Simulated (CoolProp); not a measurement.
A closed Brayton cycle with dry air: compressor inlet 316.15 K and 7.9 MPa, high pressure 18.2 MPa, turbine inlet 960 K, compressor efficiency 0.89, turbine efficiency 0.85, recuperator effectiveness 0.8 (on enthalpy, no pinch check). Each further row changes one setting.

Model: reference Helmholtz-energy equation of state, Lemmon 2000, in CoolProp. It is a pseudo-pure fit of the blend.

| case | thermal efficiency (%) | net work (kJ/kg) | compressor to turbine work | compressor exit (K) | turbine exit (K) |
|---|---|---|---|---|---|
| as stated | [?] | 84.2 | 0.54 | 413.3 | 802.6 |
| turbine inlet 910 K | [?] | [?] | 0.57 | 413.3 | [?] |
| compressor inlet 326.15 K | 29.9 | 80.8 | [?] | [?] | 802.6 |
| high pressure 15.5 MPa | 29.0 | [?] | 0.52 | 392.8 | 830.6 |
| recuperator effectiveness 0.5 | 21.1 | 84.2 | 0.54 | 413.3 | 802.6 |

Q: Some entries are withheld; supply them.

A: 
- as stated, thermal efficiency (%): 30.8
- turbine inlet 910 K, thermal efficiency (%): 29.3
- turbine inlet 910 K, net work (kJ/kg): 74.7
- turbine inlet 910 K, turbine exit (K): 759.4
- compressor inlet 326.15 K, compressor to turbine work: 0.56
- compressor inlet 326.15 K, compressor exit (K): 426.2
- high pressure 15.5 MPa, net work (kJ/kg): 72.9
